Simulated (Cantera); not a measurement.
Charge: 1 mol Cu, 0.13 mol CO2, 6.2 mol CO, at 900 °C and 1 atm.

Equilibrium computed with Cantera from the NASA thermochemical tables; the gas is ideal and each condensed phase is pure. Candidate condensed phases: C, Cu, CuO, Cu2O; 15 gas species. Equilibrium is a limit: real reactors are often held back by kinetics, nucleation or transport.

Base state: CO 0.973, CO2 0.0267 (mole fractions); condensed: C(graphite) + Cu(s).

**Question.** What changes in the equilibrium state with this change: temperature from 900 °C to 802 °C?

**Answer.** 
| species | before | after |
|---|---|---|
| CO | 0.973 | 0.891 |
| CO2 | 0.0267 | 0.109 |
| C(graphite), mol | 0.0381 | 0.506 |
| Cu(s), mol | 1.00 | 1.00 |

**Question.** What changes in the equilibrium state with this change: Cu replaced by Ti?

**Answer.** 
```csv
species,before,after
CO,0.973,0.973
CO2,0.0267,0.0267
"C(graphite), mol",0.0381,1.99
"Cu(s), mol",1.00,0
"TiO2(rutile), mol",0,1.00
```
Further candidate phases: Ti, TiC, TiO, TiO2, Ti2O3, Ti3O5, Ti4O7.
